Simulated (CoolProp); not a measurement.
Nitrogen along the isotherm 101.9 K: Z from the reference equation and from simpler models built on Tc = 126.2 K, pc = 3.396 MPa, ω = 0.037; each cubic takes its own stable root.

Computed with CoolProp (reference Helmholtz-energy equation of state, Span 2000).

```tsv
p (MPa)	phase	reference
2.61	liquid	0.1252
5.22	liquid	0.2453
7.84	liquid	0.3621
10.4	liquid	0.4733
13.1	liquid	0.5881
15.7	liquid	0.6966
18.3	liquid	0.8033
20.9	liquid	0.9084
23.5	liquid	1.012
26.1	liquid	1.115
28.7	liquid	1.216
31.3	liquid	1.316
34	liquid	1.419
```

Task: How far does each simpler model (van der Waals, Redlich-Kwong) lie from the reference over these 13 states: mean and median of the absolute difference, and the worst?

Result: 
- van der Waals: mean 36.6 %, median 35.3 %, worst +44.1 % at 101.9 K and 2.61 MPa
- Redlich-Kwong: mean 1.2 %, median 1.3 %, worst +2.8 % at 101.9 K and 2.61 MPa
